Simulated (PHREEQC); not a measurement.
Dissolve 0.15 mol/kgw NaOH and 0.017 mol/kgw (CH3)4NCl at 20 °C. Closed to the air; pH follows from the charge balance.

All values are PHREEQC results (ion-association model, phreeqc.dat), not measurements.

```json
{
  "pH": "13.20",
  "ionic_strength": "0.167 mol/kgw",
  "activity_of_water": "0.994",
  "density": "1.006 g/cm³",
  "total_alkalinity": "150 meq/kg"
}
```

```csv
species,molality,activity,log γ
OH-,0.150,0.108,-0.141
Na+,0.150,0.114,-0.120
Cl-,0.0170,0.0124,-0.136
(CH3)4N+,0.0170,0.0125,-0.135
```

No solid was allowed to form. (CH3)4N+ isn't in the database: it is added as a free cation with an ion size of 4 Å.
